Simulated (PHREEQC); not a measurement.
Make-up at 25 °C: 6.4 mmol/kgw NH4HF2. Closed to the air; pH follows from the charge balance.

Computed with PHREEQC (ion-association model, wateq4f.dat).

* **pH**: 3.24
* **ionic strength**: 0.00703 mol/kgw
* **total alkalinity**: -6.40 meq/kg

| species | molality | activity | log γ |
|---|---|---|---|
| F- | 0.00688 | 0.00629 | -0.039 |
| NH4+ | 0.00640 | 0.00586 | -0.038 |
| HF | 0.00547 | 0.00548 | 0.001 |
| H+ | 0.000628 | 0.000581 | -0.034 |
| HF2- | 0.000145 | 0.000132 | -0.039 |
| H2F2 | 7.81e-5 | 7.83e-5 | 0.001 |
| NH3 | 5.75e-9 | 5.75e-9 | 0.000 |

Precipitation was switched off in this run.
